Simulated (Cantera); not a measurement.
Input: 1 mol Si₂Cl₆, 4.9 mol NH₃, 4.5 mol N₂, equilibrated at 1675 K and 27.8 Torr.

Method: chemical equilibrium by Gibbs-energy minimisation in Cantera with the NASA 1993 tables (ideal gas, pure condensed phases). Candidate condensed phases: NH₄Cl, Si, Si₃N₄; 28 gas species. The feed counts by its element totals alone. The tables' values for SiCl₃, SiCl are old estimates; treat these amounts as uncertain. Equilibrium is a limit: real reactors are often held back by kinetics, nucleation or transport.

Base state: N₂ 0.386, H₂ 0.339, HCl 0.198, SiCl₂ 0.0720, SiCl₃ 0.00430, SiCl₄ 0.000532, H 0.000351, SiHCl₃ 0.000165 (mole fractions); condensed: Si₃N₄(s).

### Question
What changes in the equilibrium state with this change: temperature from 1675 K to 725 K?

### Answer
```
species          before    after
-------------  --------  -------
N₂                0.386    0.377
H₂                0.339    0.340
HCl               0.198    0.250
SiCl₂            0.0720    <1e-9
SiCl₄          0.000532   0.0323
H              0.000351    <1e-9
SiCl₃           0.00430  1.57e-8
Cl             0.000160    <1e-9
SiCl            2.54e-5    <1e-9
NH₃             1.75e-7  3.09e-5
Si₃N₄(s), mol     0.236    0.496
```
